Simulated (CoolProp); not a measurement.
Vapour-liquid equilibrium of R134a (1) + isobutane (2) at 14.9 bar; x and y are mole fractions of (1).

The numbers come from the multi-fluid Helmholtz-energy mixture model, Tillner-Roth 1994 and Bücker 2006; pair parameters Bell 2016 in CoolProp.

Question: Give the bubble temperature and the first vapour's composition at x = 0.05, 0.5, 0.8. Is there an azeotrope?

Answer: x = 0.05: 350.2 K, y = 0.150; x = 0.5: 325.9 K, y = 0.620; x = 0.8: 324.2 K, y = 0.780. y crosses x between x = 0.65 and 0.8: the model has an azeotrope there.

The pair parameters rest on a limited set of measurements; away from them the model extrapolates.
